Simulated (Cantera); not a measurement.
# Si + Cl₂ + H₂ (chlorosilane synthesis and conversion)

Charge: 1 mol Si, 0.52 mol Cl₂, 5.9 mol H₂, equilibrated at 1150 °C and 143 Torr.

These are equilibrium values from Cantera (NASA tables, ideal gas, pure condensed phases), not measurements of a reactor. Candidate condensed phases: Si; 19 gas species. The tables' values for SiCl₃ are old estimates; treat these amounts as uncertain. Equilibrium is a limit: real reactors are often held back by kinetics, nucleation or transport.

```json
{
 "x(H₂)": "0.882",
 "x(HCl)": "0.0846",
 "x(SiCl₂)": "0.0245",
 "x(SiCl₃)": "0.00404",
 "x(SiCl₄)": "0.00263",
 "x(SiHCl₃)": "0.00213",
 "x(SiH₂Cl₂)": "0.000263",
 "x(H)": "1.43e-5",
 "x(SiH₃Cl)": "9.39e-6",
 "n(Si(s))": "0.786 mol",
 "gas_amount": "6.375 mol"
}
```
